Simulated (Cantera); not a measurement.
Input: 1 mol trisilylamine, 4.2 mol NH3, 0.99 mol H2, equilibrated at 1198 K and 8.20 mbar.

Method: chemical equilibrium by Gibbs-energy minimisation in Cantera with the NASA 1993 tables (ideal gas, pure condensed phases). Candidate condensed phases: Si, Si3N4; 18 gas species. The feed counts by its element totals alone. Rates play no part.

Problem. What is the equilibrium state?

Solution. 
```
Property                             Result
--------------------------------  ---------
x(H2)                                 0.952
x(N2)                                0.0484
x(H)                                2.05e-6
n(Si3N4(s))                        1.00 mol
gas amount                        12.39 mol
log10 activity of Si(s) (absent)      -2.78
```
